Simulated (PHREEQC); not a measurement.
1 kg of water holding 0.41 mol/kgw KCl and 0.0099 mol/kgw NaBr is evaporated at 25 °C; the solids stay in contact with the brine. CO2 from the air is kept out. The run lets Halite, Sylvite precipitate or redissolve, and no other solid.

The numbers come from PHREEQC with the Pitzer model, pitzer.dat.

Predict ionic strength at water left (kg) = 0.4563, 0.375, 0.04335, 0.01099.


```csv
water left (kg),ionic strength
0.4563,0.920
0.375,1.12
0.04335,4.97
0.01099,5.49
```
